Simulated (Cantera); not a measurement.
**Pyrogenic steam for wet oxidation**

A perfectly stirred reactor is fed with 29.7 % H₂, 30.6 % O₂, 39.8 % N₂, equivalence ratio 0.48, at 0.133 bar; it is held at 1125 K, and followed from long to short residence time.

Cantera simulation using the H2/O2 subset of GRI-Mech 3.0, which has no nitrogen chemistry; the numbers are that mechanism's predictions, not measurements. The temperature is held fixed by assumption; the heat of reaction is taken as removed at once.

```json
[
 {"τ (s)": "3.5", "x H₂": "0.000213", "x O₂": "0.185", "x HO₂": "6.00e-6", "x O": "3.72e-5", "x H₂O₂": "8.61e-7", "x H₂O": "0.348", "x H": "6.01e-6"},
 {"τ (s)": "0.88", "x H₂": "0.000533", "x O₂": "0.185", "x HO₂": "1.22e-5", "x O": "9.74e-5", "x H₂O₂": "1.46e-6", "x H₂O": "0.347", "x H": "2.40e-5"},
 {"τ (s)": "0.22", "x H₂": "0.00131", "x O₂": "0.185", "x HO₂": "2.15e-5", "x O": "0.000253", "x H₂O₂": "2.28e-6", "x H₂O": "0.346", "x H": "9.62e-5"},
 {"τ (s)": "0.056", "x H₂": "0.00306", "x O₂": "0.186", "x HO₂": "3.20e-5", "x O": "0.000628", "x H₂O₂": "3.17e-6", "x H₂O": "0.344", "x H": "0.000376"},
 {"τ (s)": "0.014", "x H₂": "0.00695", "x O₂": "0.187", "x HO₂": "4.12e-5", "x O": "0.00152", "x H₂O₂": "3.96e-6", "x H₂O": "0.338", "x H": "0.00147"},
 {"τ (s)": "0.0036", "x H₂": "0.0151", "x O₂": "0.189", "x HO₂": "4.72e-5", "x O": "0.00343", "x H₂O₂": "4.37e-6", "x H₂O": "0.324", "x H": "0.00544"},
 {"τ (s)": "0.00092", "x H₂": "0.0317", "x O₂": "0.194", "x HO₂": "4.91e-5", "x O": "0.00733", "x H₂O₂": "4.18e-6", "x H₂O": "0.293", "x H": "0.0185"}
]
```
x: mole fraction; the columns are a selection and need not sum to one.
